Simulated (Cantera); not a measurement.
Transport properties of process gases

Gas mixture: 100 % N₂, at 4500 Pa, frozen composition.

Cantera's kinetic-theory transport with the Lennard-Jones parameters of GRI-Mech 3.0, ideal gas; thermal conductivity in the mixture-averaged form.

| T (K) | ρ (kg/m³) | cp (J/kg/K) | μ (µPa s) | λ (mW/m/K) | Pr | D (cm²/s) OH | D (cm²/s) CO₂ | D (cm²/s) CH₃ |
|---|---|---|---|---|---|---|---|---|
| 400 | 0.0379 | 1047 | 22.3 | 32.8 | 0.713 | 11.8 | 6.00 | 8.44 |
| 600 | 0.0253 | 1074 | 29.6 | 45.2 | 0.704 | 23.5 | 12.2 | 17.0 |
| 800 | 0.0190 | 1121 | 35.8 | 57.1 | 0.703 | 38.0 | 20.1 | 27.7 |
| 1000 | 0.0152 | 1169 | 41.5 | 68.6 | 0.708 | 55.1 | 29.3 | 40.2 |
| 1200 | 0.0126 | 1203 | 46.7 | 79.5 | 0.707 | 74.7 | 39.8 | 54.5 |
| 1400 | 0.0108 | 1231 | 51.6 | 90.0 | 0.706 | 96.4 | 51.5 | 70.5 |
| 1600 | 0.00948 | 1253 | 56.3 | 100 | 0.705 | 120 | 64.4 | 88.0 |
| 1800 | 0.00842 | 1271 | 60.8 | 110 | 0.705 | 146 | 78.3 | 107 |
| 2000 | 0.00758 | 1285 | 65.0 | 119 | 0.704 | 174 | 93.3 | 127 |
D: mixture-averaged diffusion coefficient of that species in the mixture.
